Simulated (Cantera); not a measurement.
Input: 1 mol AlCl₃, 29 mol NH₃, 1.6 mol H₂, equilibrated at 1200 °C.

Equilibrium computed with Cantera from the NASA thermochemical tables; the gas is ideal and each condensed phase is pure. Candidate condensed phases: Al, AlCl₃, AlN, NH₄Cl; 20 gas species. Kinetics and transport are ignored.

Task: Which condensed phases are stable at each of these points (P (Pa)): 10, 63, 400, 2500, 16000, 100000?

Result: 
```tsv
P (Pa)	condensed phases	Al condensed (%)
10	gas only	0.0
63	gas only	0.0
400	AlN(s)	31.0
2500	AlN(s)	67.8
16000	AlN(s)	75.9
100000	AlN(s)	77.7
```

From 0.0750 Torr to 0.473 Torr nothing is condensed. From 3.00 Torr to 750 Torr the condensed part is AlN(s).
